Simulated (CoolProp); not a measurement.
Model: reference Helmholtz-energy equation of state, Aleksandrov 2011, in CoolProp. It is a short technical equation, of lower accuracy than the large ones.

Question: Give the vapour pressure (bar), liquid density (kg/m³), liquid cp (kJ/(kg K)), vapour Z of saturated n-undecane at 424 K.

Answer: 
```csv
T (K),p (bar),liquid density (kg/m³),liquid cp (kJ/(kg K)),vapour Z
424,0.291,638,2.69,0.971
```
